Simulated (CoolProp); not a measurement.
Properties of acetone along the isotherm 270.55 °C.

Computed with CoolProp (reference Helmholtz-energy equation of state, Lemmon 2006). It is a short technical equation, of lower accuracy than the large ones.

```json
[
 {"p (kPa)": "148", "phase": "gas", "Z": "0.9901", "cp (kJ/(kg K))": "1.988", "cv (kJ/(kg K))": "1.838", "speed of sound (m/s)": "287.3", "expansivity (1/kK)": "1.904", "fugacity coefficient": "0.9902"},
 {"p (kPa)": "305", "phase": "gas", "Z": "0.9796", "cp (kJ/(kg K))": "2.003", "cv (kJ/(kg K))": "1.844", "speed of sound (m/s)": "284.8", "expansivity (1/kK)": "1.976", "fugacity coefficient": "0.9799"},
 {"p (kPa)": "626", "phase": "gas", "Z": "0.9578", "cp (kJ/(kg K))": "2.034", "cv (kJ/(kg K))": "1.857", "speed of sound (m/s)": "279.6", "expansivity (1/kK)": "2.134", "fugacity coefficient": "0.9590"},
 {"p (kPa)": "1280", "phase": "gas", "Z": "0.9123", "cp (kJ/(kg K))": "2.107", "cv (kJ/(kg K))": "1.885", "speed of sound (m/s)": "268.7", "expansivity (1/kK)": "2.513", "fugacity coefficient": "0.9173"},
 {"p (kPa)": "2640", "phase": "gas", "Z": "0.8116", "cp (kJ/(kg K))": "2.322", "cv (kJ/(kg K))": "1.952", "speed of sound (m/s)": "244.9", "expansivity (1/kK)": "3.671", "fugacity coefficient": "0.8342"},
 {"p (kPa)": "5420", "phase": "supercritical", "Z": "0.5610", "cp (kJ/(kg K))": "3.618", "cv (kJ/(kg K))": "2.148", "speed of sound (m/s)": "189.5", "expansivity (1/kK)": "11.26", "fugacity coefficient": "0.6761"},
 {"p (kPa)": "11100", "phase": "supercritical", "Z": "0.3319", "cp (kJ/(kg K))": "3.404", "cv (kJ/(kg K))": "2.102", "speed of sound (m/s)": "310.3", "expansivity (1/kK)": "6.346", "fugacity coefficient": "0.4309"},
 {"p (kPa)": "22900", "phase": "supercritical", "Z": "0.5578", "cp (kJ/(kg K))": "2.795", "cv (kJ/(kg K))": "2.050", "speed of sound (m/s)": "530.7", "expansivity (1/kK)": "2.575", "fugacity coefficient": "0.2852"},
 {"p (kPa)": "46900", "phase": "supercritical", "Z": "0.9995", "cp (kJ/(kg K))": "2.605", "cv (kJ/(kg K))": "2.043", "speed of sound (m/s)": "762.7", "expansivity (1/kK)": "1.505", "fugacity coefficient": "0.2393"}
]
```

The peak of cp marks the crossing from liquid-like to gas-like fluid above the critical point.
